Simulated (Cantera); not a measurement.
Charge: 1 mol Fe₃O₄, 46 mol H₂, equilibrated at 1575 K.

Cantera equilibrium calculation (NASA polynomials, part measured and part estimated; ideal gas, pure solids and liquids). Candidate condensed phases: Fe, FeO, Fe(OH)₂, Fe(OH)₃, Fe₂O₃, Fe₃O₄, H₂O; 12 gas species. Kinetics and transport are ignored.

x: gas mole fraction; n: condensed amount in mol.

```
P (Pa)    x H₂   x H₂O     x Fe       x H     x OH  n Fe(γ)
-------  -----  ------  -------  --------  -------  -------
10       0.903  0.0862  0.00683   0.00395  1.37e-5     2.68
52       0.910  0.0868  0.00131   0.00174  6.02e-6     2.94
270      0.912  0.0869        …         …        …     2.99
1400     0.913  0.0869  4.88e-5  0.000336  1.16e-6     3.00
7200     0.913  0.0869  9.49e-6  0.000148  5.12e-7     3.00
37000    0.913  0.0870  1.85e-6   6.53e-5  2.26e-7     3.00
190000   0.913  0.0870        …         …        …     3.00
1000000  0.913  0.0870  6.83e-8   1.26e-5  4.34e-8     3.00
```

Question: What belongs in the gaps?

Answer: 
- 270, x Fe: 0.000253
- 270, x H: 0.000764
- 270, x OH: 2.64e-6
- 190000, x Fe: 3.60e-7
- 190000, x H: 2.88e-5
- 190000, x OH: 9.97e-8
